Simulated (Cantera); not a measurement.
Input: 1 mol SiHCl3, 0.24 mol Cl2, 4.8 mol H2, at 12.8 Torr.

Points: T (K) = 898, 1048, 1198, 1348, 1498, 1648, 1798.

Cantera's Mixture.equilibrate('TP', solver="vcs", rtol=1e-11, max_steps=5000) on the NASA tables stopped like this:

```
T = 898 K  P = 1700 Pa  gas = 6.154 mol
   x: H2 8.432e-01  SiCL4 1.201e-01  SiHCL3 2.299e-02  HCL 1.226e-02  SiCL3 7.737e-04  SiH2CL2 4.161e-04  SiCL2 2.411e-04
   condensed (mol): Si(cr) 0.1103
ERROR: FAILURE its = 5001!

*******************************************************************************
CanteraError thrown by MultiPhase::equilibrate:
VCS solver failed. Return code: -1
*******************************************************************************
```

### Question
What got this run through?

### Answer
Several could match; the one computed here: The failure is numerical, not chemical. The same input converged with solver="gibbs", rtol=1e-10, max_steps=50000, and the result passed a check of the equilibrium conditions:
```
T = 898 K  P = 1700 Pa  gas = 6.154 mol
   x: H2 8.432e-01  SiCL4 1.201e-01  SiHCL3 2.299e-02  HCL 1.226e-02  SiCL3 7.737e-04  SiH2CL2 4.161e-04  SiCL2 2.411e-04
   condensed (mol): Si(cr) 0.1103
T = 1048 K  P = 1700 Pa  gas = 6.232 mol
   x: H2 8.175e-01  SiCL4 1.070e-01  HCL 4.541e-02  SiHCL3 1.970e-02  SiCL3 5.238e-03  SiCL2 4.697e-03  SiH2CL2 4.128e-04
   condensed (mol): Si(cr) 0.146
T = 1198 K  P = 1700 Pa  gas = 6.462 mol
   x: H2 7.598e-01  HCL 1.070e-01  SiCL4 6.786e-02  SiCL2 3.549e-02  SiCL3 1.650e-02  SiHCL3 1.296e-02  SiH2CL2 3.235e-04
   condensed (mol): Si(cr) 0.1396
T = 1348 K  P = 1700 Pa  gas = 6.82 mol
   x: H2 6.947e-01  HCL 1.600e-01  SiCL2 1.034e-01  SiCL3 1.925e-02  SiCL4 1.799e-02  SiHCL3 4.432e-03  SiH2CL2 1.591e-04  H 1.479e-05
   condensed (mol): Si(cr) 0.00917
T = 1498 K  P = 1700 Pa  gas = 6.98 mol
   x: H2 6.609e-01  HCL 1.957e-01  SiCL2 1.295e-01  SiCL3 1.025e-02  SiCL4 2.592e-03  SiHCL3 9.003e-04  H 1.071e-04  SiH2CL2 4.968e-05  CL 2.558e-05
   condensed (mol): none
T = 1648 K  P = 1700 Pa  gas = 7.022 mol
   x: H2 6.519e-01  HCL 2.050e-01  SiCL2 1.370e-01  SiCL3 4.765e-03  H 5.514e-04  SiCL4 3.654e-04  SiHCL3 1.939e-04  CL 1.360e-04  SiCL 6.948e-05  SiH2CL2 1.755e-05
   condensed (mol): none
T = 1798 K  P = 1700 Pa  gas = 7.042 mol
   x: H2 6.476e-01  HCL 2.077e-01  SiCL2 1.390e-01  SiCL3 2.382e-03  H 2.173e-03  CL 5.337e-04  SiCL 3.598e-04  Si 1.220e-04  SiCL4 6.610e-05  SiHCL3 5.145e-05  SiH 1.469e-05  SiH2 1.285e-05
   condensed (mol): none
```

The gas is ideal and each condensed phase is pure. The tables' values for SiCl3, SiCl are old estimates; treat these amounts as uncertain. Gases not in the tables: Si2H6 and higher silanes.
